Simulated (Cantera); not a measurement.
An adiabatic, constant-volume homogeneous reactor starts with CH4 : O2 : N2 = 1 : 1.54 : 5.78 (molar parts), equivalence ratio 1.3, at 1275 K and 10.0 bar.

Computed with Cantera and GRI-Mech 3.0 (53 species, 325 reactions). Above 3000 K some thermodynamic fits are extrapolated.

Task: Predict: time of steepest temperature rise; temperature at 9.00 s; equilibrium temperature; x(O2) at 9.00 s; x(CH2O) at 9.00 s; x(NO) at 9.00 s.

Result: 
- time of steepest temperature rise: 2.09 ms
- temperature at 9.00 s: 3041 K
- equilibrium temperature: 3041 K
- x(O2) at 9.00 s: 0.00182 (gas-phase equilibrium 0.00182)
- x(CH2O) at 9.00 s: 3.12e-8 (gas-phase equilibrium 3.12e-8)
- x(NO) at 9.00 s: 0.00425 (gas-phase equilibrium 0.00425)
